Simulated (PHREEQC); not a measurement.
Make-up at 25 °C: 23 mmol/kgw NaHSO4 and 100 mmol/kgw KOH. Closed to the air; pH follows from the charge balance.

Model: ion-association model, phreeqc.dat, run in PHREEQC.

Each row changes one thing in this solution. No solid was allowed to form.

```json
[
 {"case": "as made", "pH": "12.75", "ionic strength (mol/kgw)": "0.137"},
 {"case": "diluted 10-fold with water", "pH": "11.83", "ionic strength (mol/kgw)": "0.0144"},
 {"case": "0.02 mol/kgw (NH4)2SO4 added", "pH": "12.43", "ionic strength (mol/kgw)": "0.149"},
 {"case": "NaHSO4 left out", "pH": "12.88", "ionic strength (mol/kgw)": "0.100"},
 {"case": "KOH from 0.1 to 0.2 mol/kgw", "pH": "13.09", "ionic strength (mol/kgw)": "0.233"}
]
```
